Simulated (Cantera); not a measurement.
What does this Cantera script print?

```python
import numpy as np
import cantera as ct

surf = ct.Interface("diamond.yaml", "diamond_100")
gas, bulk = surf.adjacent["gas"], surf.adjacent["diamond"]
k = surf.kinetics_species_index(bulk.species_names[0])
cover = ["c6HH", "c6H*", "c6*H", "c6**", "c6HM", "c6B"]

rows, drift = [], 0.0
print(f"{'P':>10s}{'um/h':>11s}" + "".join(f"{s:>11s}" for s in cover))
for v in [310, 540, 940, 1700, 2900, 5100, 8900, 16000]:
    T, P, xH, xCH3 = 925, v, 0.00032, 0.00011
    gas.TPX = T, P, {"H": xH, "CH3": xCH3, "CH4": 0.013, "H2": 1 - xH - xCH3 - 0.013}
    surf.TP = bulk.TP = T, P
    surf.coverages = "c6H*:0.1, c6HH:0.9"
    surf.advance_coverages(100.0)
    before = surf.coverages
    surf.advance_coverages(100.0)
    drift = max(drift, np.max(np.abs(surf.coverages - before) / (surf.coverages + 1e-9)))
    rate = surf.net_production_rates[k] * bulk.mean_molecular_weight / bulk.density * 3.6e9
    rows.append([rate, *surf[cover].coverages])
    print(f"{v:10.4g}{rate:11.4e}" + "".join(f"{x:11.3e}" for x in rows[-1][1:]))
```

It prints:

```
         P       um/h       c6HH       c6H*       c6*H       c6**       c6HM        c6B
       310 4.4803e-02  5.931e-01  1.065e-02  2.739e-01  3.956e-03  9.267e-02  1.216e-10
       540 9.8576e-02  5.719e-01  1.025e-02  2.639e-01  3.810e-03  1.178e-01  2.675e-10
       940 2.0244e-01  5.536e-01  9.916e-03  2.552e-01  3.685e-03  1.394e-01  5.493e-10
      1700 4.1096e-01  5.388e-01  9.645e-03  2.482e-01  3.584e-03  1.569e-01  1.115e-09
      2900 7.4809e-01  5.298e-01  9.478e-03  2.439e-01  3.522e-03  1.676e-01  2.030e-09
      5100 1.3720e+00  5.236e-01  9.366e-03  2.409e-01  3.479e-03  1.749e-01  3.723e-09
      8900 2.4535e+00  5.199e-01  9.299e-03  2.392e-01  3.454e-03  1.793e-01  6.658e-09
   1.6e+04 4.4768e+00  5.176e-01  9.259e-03  2.381e-01  3.439e-03  1.820e-01  1.215e-08
```

Detailed kinetics in Cantera: the Harris–Goodwin 1993 mechanism for the reconstructed diamond (100) surface.
